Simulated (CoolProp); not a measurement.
The fluid at 373.82 K and 3.4 MPa flows at 0.37 m/s in a round tube of 20 mm bore and 15 µm roughness, fully developed (64/Re and Nu = 3.66 if laminar; Colebrook and Gnielinski if turbulent). The same conditions are run with several fluids, on thermodynamics alone (safety and materials aside).

The numbers come from the reference Helmholtz-energy equation of state of each fluid (R142b: Lemmon 2006; n-butane: Bücker 2006; R123: Younglove 1994; R124: de Vries 1995; o-xylene: Zhou 2012) in CoolProp.

### Question
Rank R142b, n-butane, R123, R124, o-xylene by Reynolds number, highest first.

### Answer
R124 (74600), R142b (61900), R123 (47100), n-butane (43000), o-xylene (17000)

```
fluid     Darcy friction factor  pressure drop (Pa/m)  heat-transfer coefficient (W/(m² K))  mass flow (kg/h)
--------  ---------------------  --------------------  ------------------------------------  ----------------
R142b                    0.0226                  68.8                                   874               372
n-butane                 0.0239                  38.9                                   871               199
R123                     0.0235                   102                                   766               529
R124                     0.0220                  78.0                                   898               432
o-xylene                 0.0284                  79.1                                   716               341
```

Transport values come from each fluid's own correlations; those of R142b, R124 are estimates that may be off by 10 % or more.
